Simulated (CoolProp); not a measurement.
A single-stage vapour-compression cycle with CH3F (R41): evaporating at 242.15 K (dew point), condensing at 284.15 K (bubble point), superheat 10 K, subcooling 8 K, compressor efficiency 0.6, no pressure losses. Each further row changes one setting.

Model: reference Helmholtz-energy equation of state, Lemmon 2006, in CoolProp. It is a short technical equation, of lower accuracy than the large ones.

| case | cooling COP | pressure ratio | discharge temperature (K) | refrigerating effect (kJ/kg) | volumetric capacity (kJ/m³) |
|---|---|---|---|---|---|
| as stated | 2.73 | 3.43 | 369.5 | 343 | 5060 |
| evaporating temperature 247.15 K | (withheld) | (withheld) | (withheld) | 344 | (withheld) |
| condensing temperature 279.15 K | (withheld) | 3.02 | 356.2 | 356 | 5250 |
| subcooling 13 K | (withheld) | 3.43 | 369.5 | 356 | 5250 |
| superheat 20 K | (withheld) | 3.43 | 384.6 | 357 | 4960 |
| compressor efficiency 0.5 | 2.27 | 3.43 | (withheld) | 343 | 5060 |

Some entries are withheld; supply them.


- evaporating temperature 247.15 K, cooling COP: 3.23
- evaporating temperature 247.15 K, pressure ratio: 2.90
- evaporating temperature 247.15 K, discharge temperature (K): 357.7
- evaporating temperature 247.15 K, volumetric capacity (kJ/m³): 6000
- condensing temperature 279.15 K, cooling COP: 3.20
- subcooling 13 K, cooling COP: 2.83
- superheat 20 K, cooling COP: 2.67
- compressor efficiency 0.5, discharge temperature (K): 386.6
